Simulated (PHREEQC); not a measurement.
PHREEQC input (ion-association model, wateq4f.dat):

```
SOLUTION_MASTER_SPECIES
  An  An-  0  An  62.0  # stands for a non-complexing anion
SOLUTION_SPECIES
  An- = An-
    -log_k 0
    -gamma 3.0 0
PHASES
  Fix_H+
    H+ = H+
    -log_k 0
SOLUTION 1
  temp 25
  units mmol/kgw
  pH 7 charge
  Cl 0.00076
  Ni 0.00038
  Na 1
  An 1
END
SELECTED_OUTPUT 1
  -reset false
  -pH true
  -pe true
  -ionic_strength true
  -water true
  -totals Cl Na Ni
  -molalities Hfo_wOH Hfo_wOH2+ Hfo_wO- Hfo_sOH Hfo_sOH2+ Hfo_sO- Hfo_sONi+ Hfo_wONi+
  -saturation_indices Ni(OH)2 Halite
USER_PUNCH 1
  -headings sigma psi
  10 PUNCH EDL("sigma", "Hfo"), EDL("psi", "Hfo")
PRINT
  -reset false
USE solution 1
SURFACE 1
  Hfo_wOH 9.88764e-05 600 0.044
  Hfo_sOH 2.47191e-06
EQUILIBRIUM_PHASES 1
  Fix_H+ -3 HAn 10
    -force_equality true
  O2(g) -0.68 10
END
# ... the last block is repeated for the other 12 points of pH, with NaOH or the acid as the point needs
```

Selected output (columns that matter, 13 of 13 rows; pH added in front):

```
pH	mu	Na	Ni	m_Hfo_wOH	m_Hfo_wOH2+	m_Hfo_wO-	m_Hfo_sOH	m_Hfo_sOH2+	m_Hfo_sO-	m_Hfo_sONi+	si_Ni(OH)2	si_Halite	sigma	psi
3	0.002084	0.001	3.8e-07	3.0856e-05	6.7698e-05	3.2218e-07	7.714e-07	1.6925e-06	8.0545e-09	6.317e-14	-11.308	-10.745	0.25242	0.23359
3.67	0.0012439	0.001	3.8e-07	5.4959e-05	4.228e-05	1.6366e-06	1.374e-06	1.057e-06	4.0915e-08	9.0182e-13	-9.949	-10.736	0.15227	0.22088
4.33	0.0010619	0.001	3.7999e-07	6.738e-05	2.7748e-05	3.7482e-06	1.6845e-06	6.937e-07	9.3705e-08	1.2509e-11	-8.624	-10.733	0.089914	0.19789
5	0.0010184	0.001	3.798e-07	7.3013e-05	1.9647e-05	6.2159e-06	1.8252e-06	4.9114e-07	1.5538e-07	1.9422e-10	-7.283	-10.732	0.05032	0.16919
5.67	0.0010069	0.001	3.7652e-07	7.5082e-05	1.5418e-05	8.3764e-06	1.8746e-06	3.8493e-07	2.0913e-07	3.3037e-09	-5.9464	-10.732	0.026391	0.1365
6.33	0.0010033	0.001	3.2651e-07	7.57e-05	1.3313e-05	9.8609e-06	1.8537e-06	3.2601e-07	2.4147e-07	5.0697e-08	-4.6883	-10.732	0.013122	0.10144
7	0.0010012	0.001	9.5203e-08	7.5859e-05	1.2156e-05	1.0845e-05	1.6907e-06	2.7094e-07	2.417e-07	2.6854e-07	-3.8839	-10.732	0.0059424	0.064196
7.67	0.001001	0.0010007	6.2539e-09	7.5883e-05	1.1563e-05	1.1408e-05	1.6276e-06	2.4802e-07	2.4468e-07	3.5163e-07	-3.7284	-10.732	0.0019475	0.025854
8.33	0.0010031	0.0010032	3.2294e-10	7.5877e-05	1.1182e-05	1.1795e-05	1.6232e-06	2.3922e-07	2.5233e-07	3.5716e-07	-3.706	-10.731	-0.00090015	-0.012329
9	0.0010117	0.0010123	1.8099e-11	7.5844e-05	1.0738e-05	1.2272e-05	1.6223e-06	2.2969e-07	2.6249e-07	3.5744e-07	-3.688	-10.727	-0.0043354	-0.050934
9.67	0.0010508	0.0010522	2.6192e-12	7.5718e-05	9.9942e-06	1.3142e-05	1.6196e-06	2.1377e-07	2.811e-07	3.5745e-07	-3.6568	-10.711	-0.010362	-0.088766
10.33	0.0012265	0.0012296	2.127e-12	7.5188e-05	8.5915e-06	1.5074e-05	1.6083e-06	1.8377e-07	3.2243e-07	3.5745e-07	-3.5911	-10.646	-0.022812	-0.1241
11	0.0020612	0.0020686	4.9368e-12	7.2398e-05	5.8182e-06	2.0638e-05	1.5486e-06	1.2445e-07	4.4143e-07	3.5745e-07	-3.4218	-10.429	-0.053936	-0.1547
```

The oxide is taken as insoluble; below pH 4 it would dissolve.
